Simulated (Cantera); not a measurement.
What does this Cantera script print?

```python
import numpy as np
import cantera as ct

gas_names = """
    CL CL2 H HCL H2 N NH NH2 NH3 N2 N2H2 N2H4 Si SiCL SiCL2 SiCL3 SiCL4 SiH SiHCL3 SiH2 SiH2CL2 SiH3
    SiH3CL SiH4 SiN Si2 Si2N Si3
""".split()
cond_names = """
    NH4CL(a) NH4CL(b) Si(cr) Si(L) Si3N4(a)
""".split()


# ... load() reads the species with a 1 bar reference pressure and builds the phases ...
atoms = {
    'SiCl4': {'Si': 1, 'CL': 4},
    'NH3': {'N': 1, 'H': 3},
}
top_T = {'Si3N4(a)': 2400}  # K; cautious upper limits of use, not melting points


# ... equilibrate(T, P, feed) seeds the gas with the atoms and calls Mixture.equilibrate('TP', solver="vcs", rtol=1e-11, max_steps=5000) ...
results = []
feed = {'SiCl4': 1, 'NH3': 0.22}  # mol
T = 725  # K
P = 1333.22  # Pa
mix = equilibrate(T, P, feed)
results.append((T, P, feed, dict(zip(mix.species_names, mix.species_moles))))
x = sorted(zip(gas.X, gas.species_names), reverse=True)
print(f"T = {T:g} K  P = {P:g} Pa  gas = {mix.phase_moles(0):.4g} mol")
print("   x: " + "  ".join(f"{s} {v:.3e}" for v, s in x if v > 1e-06))
print("   condensed (mol): " + ("  ".join(f"{mix.phase(i).name} {mix.phase_moles(i):.4g}"
      for i in range(1, mix.n_phases) if mix.phase_moles(i) > 1e-12) or "none"))
```

Result:

```
T = 725 K  P = 1333.22 Pa  gas = 1.467 mol
   x: SiCL4 6.253e-01  HCL 2.242e-01  H2 1.127e-01  N2 3.760e-02  SiHCL3 9.697e-05
   condensed (mol): Si3N4(a) 0.02741
```

Method: chemical equilibrium by Gibbs-energy minimisation in Cantera with the NASA 1993 tables (ideal gas, pure condensed phases).
